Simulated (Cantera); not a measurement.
## Reactions in the system C-H-N-Si

Cantera with NASA thermochemical tables; ideal gases at 1 bar, condensed phases pure. Values are per mole of reaction as written; species without (g) are pure solids or liquids, kept so even where they would boil at 1 bar.

8 HCN(g) + 6 SiH3(g) = 2 Si3N4 + C2H2(g) + 6 CH4(g)

```tsv
T (K)	ΔH° (kJ)	ΔS° (J/K)	ΔG° (kJ)	log10 K
1075	-4067.1	-1418.1	-2542.7	123.55
1225	-4061.1	-1412.9	-2330.3	99.36
1375	-4052.1	-1406.0	-2118.9	80.49
1525	-4040.7	-1398.1	-1908.6	65.37
1675	-4027.2	-1389.7	-1699.5	53.00
1825	-4012.0	-1381.0	-1491.7	42.69
1975	-3995.3	-1372.2	-1285.2	33.99
2125	-3977.3	-1363.4	-1080.0	26.55
```
